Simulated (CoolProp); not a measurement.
1-butene along the isotherm 58.75 °C: fugacity coefficient from the reference equation and from simpler models built on Tc = 146.1 °C, pc = 4006 kPa, ω = 0.192; each cubic takes its own stable root.

Model: reference Helmholtz-energy equation of state, Lemmon 2005, in CoolProp. It is a short technical equation, of lower accuracy than the large ones.

```json
[
 {"p (kPa)": "1540", "phase": "liquid", "reference": "0.4267"},
 {"p (kPa)": "3080", "phase": "liquid", "reference": "0.2259"},
 {"p (kPa)": "4620", "phase": "liquid", "reference": "0.1594"},
 {"p (kPa)": "6160", "phase": "liquid", "reference": "0.1265"},
 {"p (kPa)": "7700", "phase": "liquid", "reference": "0.1070"},
 {"p (kPa)": "9240", "phase": "liquid", "reference": "0.09429"},
 {"p (kPa)": "10800", "phase": "liquid", "reference": "0.08532"},
 {"p (kPa)": "12300", "phase": "liquid", "reference": "0.07904"},
 {"p (kPa)": "13900", "phase": "liquid", "reference": "0.07404"},
 {"p (kPa)": "15400", "phase": "liquid", "reference": "0.07047"},
 {"p (kPa)": "16900", "phase": "liquid", "reference": "0.06770"},
 {"p (kPa)": "18500", "phase": "liquid", "reference": "0.06541"},
 {"p (kPa)": "20000", "phase": "liquid", "reference": "0.06376"}
]
```

Task: How far does each simpler model (van der Waals, Redlich-Kwong, Soave-Redlich-Kwong, Peng-Robinson) lie from the reference over these 13 states: mean and median of the absolute difference, and the worst?

Result: 
- van der Waals: mean 118.4 %, median 118.2 %, worst +155.8 % at 58.75 °C and 20000 kPa
- Redlich-Kwong: mean 26.0 %, median 26.2 %, worst +29.7 % at 58.75 °C and 20000 kPa
- Soave-Redlich-Kwong: mean 5.2 %, median 5.4 %, worst +7.6 % at 58.75 °C and 20000 kPa
- Peng-Robinson: mean 1.3 %, median 1.2 %, worst -2.9 % at 58.75 °C and 20000 kPa
